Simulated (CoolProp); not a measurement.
Model: reference Helmholtz-energy equation of state, Zhou 2011, in CoolProp.

Problem. For dimethyl carbonate, give the phase and the cp (kJ/(kg K)), cv (kJ/(kg K)), isothermal compressibility (1/MPa), expansivity (1/kK) at 401.8 K and 6.4 MPa; 556 K and 6.4 MPa.

Solution. 
- 401.8 K and 6.4 MPa: liquid; cp 2.04, cv 1.52, isothermal compressibility 0.00203, expansivity 1.57
- 556 K and 6.4 MPa: liquid; cp 3.56, cv 1.82, isothermal compressibility 0.0528, expansivity 9.82
